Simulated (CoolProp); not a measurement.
Vapour pressure (MPa) of methane: the reference equation beside estimates from Tc = -82.6 °C, pc = 4.599 MPa, ω = 0.011.

The numbers come from the reference Helmholtz-energy equation of state, Setzmann 1991 in CoolProp.

```json
[
 {"T (°C)": "-139.35", "reference": "0.4584", "Lee-Kesler": "0.4585", "Soave-Redlich-Kwong": "0.4584"},
 {"T (°C)": "-135.95", "reference": "0.5531", "Lee-Kesler": "0.5537", "Soave-Redlich-Kwong": "0.5547"},
 {"T (°C)": "-132.45", "reference": "0.6647", "Lee-Kesler": "0.6659", "Soave-Redlich-Kwong": "0.6683"},
 {"T (°C)": "-129.05", "reference": "0.7880", "Lee-Kesler": "0.7896", "Soave-Redlich-Kwong": "0.7940"},
 {"T (°C)": "-125.65", "reference": "0.9270", "Lee-Kesler": "0.9290", "Soave-Redlich-Kwong": "0.9359"},
 {"T (°C)": "-122.15", "reference": "1.088", "Lee-Kesler": "1.090", "Soave-Redlich-Kwong": "1.100"},
 {"T (°C)": "-118.75", "reference": "1.262", "Lee-Kesler": "1.264", "Soave-Redlich-Kwong": "1.278"},
 {"T (°C)": "-115.25", "reference": "1.462", "Lee-Kesler": "1.464", "Soave-Redlich-Kwong": "1.482"},
 {"T (°C)": "-111.85", "reference": "1.677", "Lee-Kesler": "1.678", "Soave-Redlich-Kwong": "1.701"},
 {"T (°C)": "-108.45", "reference": "1.913", "Lee-Kesler": "1.914", "Soave-Redlich-Kwong": "1.941"},
 {"T (°C)": "-104.95", "reference": "2.181", "Lee-Kesler": "2.181", "Soave-Redlich-Kwong": "2.213"}
]
```

Absolute difference from the reference over all 11 rows, mean and median: Lee-Kesler 0.1 and 0.1 %, Soave-Redlich-Kwong 1.0 and 1.1 %.
